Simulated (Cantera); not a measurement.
An isothermal, constant-pressure homogeneous reactor starts with CH₄ : O₂ : N₂ = 0.0022 : 0.0046 : 1 (molar parts), equivalence ratio 0.96, at 925 K and 8.78 atm. Integrator tolerance rtol = 1e-08.

Computed with Cantera and GRI-Mech 3.0 (53 species, 325 reactions). Below about 1000 K GRI-Mech 3.0 lacks low-temperature oxidation paths.

```
quantity                                               before                                      after
------------------  -----------------------------------------  -----------------------------------------
x(CH₄) at 80.0 s       8.49e-7 (gas-phase equilibrium <1e-12)    2.04e-12 (gas-phase equilibrium <1e-12)
x(O₂) at 80.0 s     0.000375 (gas-phase equilibrium 0.000198)  0.000210 (gas-phase equilibrium 0.000198)
x(CH₂CO) at 80.0 s    5.98e-10 (gas-phase equilibrium <1e-12)      <1e-12 (gas-phase equilibrium <1e-12)
x(CO) at 80.0 s       0.000344 (gas-phase equilibrium <1e-12)   2.14e-5 (gas-phase equilibrium 2.98e-12)
x(O) at 80.0 s        1.04e-10 (gas-phase equilibrium <1e-12)    5.73e-11 (gas-phase equilibrium <1e-12)
x(CH₃) at 80.0 s      9.81e-11 (gas-phase equilibrium <1e-12)      <1e-12 (gas-phase equilibrium <1e-12)
```

Problem. What was changed between the two runs?
(A) CH4 0.0022 to 0.00049 parts
(B) temperature 925 to 998 K
(C) pressure from 8.78 atm to 1.78 atm
(D) N2 1 to 7.6 parts

Solution. B, temperature 925 to 998 K
